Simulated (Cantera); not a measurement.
Ignition delay

Mixture: 11.1 % CO, 13.3 % H2, 15.9 % O2, 59.7 % N2, at 101000 Pa, adiabatic and at constant volume. Ignition delay is the time to a rise of 400 K.

Cantera simulation using GRI-Mech 3.0 (53 species, 325 reactions); the numbers are that mechanism's predictions, not measurements. Where the delays flatten at high temperature, the 400 K rule measures the pace of heat release, not the induction time.

```tsv
T0 (K)	delay (ms)
1250	0.0429
1325	0.0328
1400	0.0269
1475	0.0233
1550	0.0213
```
